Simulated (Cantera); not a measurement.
What does this Cantera script print?

```python
import numpy as np
import cantera as ct

gas_names = """
    O2 H2O
""".split()
cond_names = """
    Ba(L) BaO(s) BaO2H2(L)
""".split()


# ... load() reads the species with a 1 bar reference pressure and builds the phases ...
species = {s.name: s for s in load("nasa_gas.yaml", gas_names) + load("nasa_condensed.yaml", cond_names)}
T = 1625
g = {n: (s.thermo.h(T) - T * s.thermo.s(T)) / (ct.gas_constant * T * np.log(10)) for n, s in species.items()}
valid = cond_names  # the entries whose range holds T


def stable(la, lb):
    # potentials (over RT ln 10) of the two non-metals from log10 p(O2) and log10 p(H2O) in bar
    mu = {}
    mu["O"] = (g["O2"] + la) / 2
    mu["H"] = (g["H2O"] + lb - 1 * mu["O"]) / 2
    cost = {}
    for n in valid:
        c = species[n].composition
        cost[n] = (g[n] - sum(c.get(e, 0) * m for e, m in mu.items())) / c["Ba"]
    return min(cost, key=cost.get)


results = []
for lb in [1, -0.3, -1.6, -2.9, -4.2, -5.5, -6.8, -8.1, -9.4, -10.7, -12]:
    row = [stable(la, lb) for la in [-26, -24.4, -22.8, -21.1, -19.5, -17.9, -16.2, -14.6, -13, -11.4, -9.8, -8.1, -6.5, -4.9, -3.2, -1.6, 0]]
    results.append(row)
    print(f"{lb:6.1f}  " + " ".join(f"{valid.index(n):x}" for n in row))
print("key: " + ", ".join(f"{i:x} {n}" for i, n in enumerate(valid)))
```

Output:

```
   1.0  2 2 2 2 2 2 2 2 2 2 2 2 2 2 2 2 2
  -0.3  0 1 1 1 1 1 1 1 1 1 1 1 1 1 1 1 1
  -1.6  0 1 1 1 1 1 1 1 1 1 1 1 1 1 1 1 1
  -2.9  0 1 1 1 1 1 1 1 1 1 1 1 1 1 1 1 1
  -4.2  0 1 1 1 1 1 1 1 1 1 1 1 1 1 1 1 1
  -5.5  0 1 1 1 1 1 1 1 1 1 1 1 1 1 1 1 1
  -6.8  0 1 1 1 1 1 1 1 1 1 1 1 1 1 1 1 1
  -8.1  0 1 1 1 1 1 1 1 1 1 1 1 1 1 1 1 1
  -9.4  0 1 1 1 1 1 1 1 1 1 1 1 1 1 1 1 1
 -10.7  0 1 1 1 1 1 1 1 1 1 1 1 1 1 1 1 1
 -12.0  0 1 1 1 1 1 1 1 1 1 1 1 1 1 1 1 1
key: 0 Ba(L), 1 BaO(s), 2 BaO2H2(L)
```

Source: NASA polynomial tables (part measured, part estimated), evaluated in Cantera. Not in the tables: the peroxide. Part of the grid cannot be reached: there another gas would pass 10 bar, or a non-metal would condense.
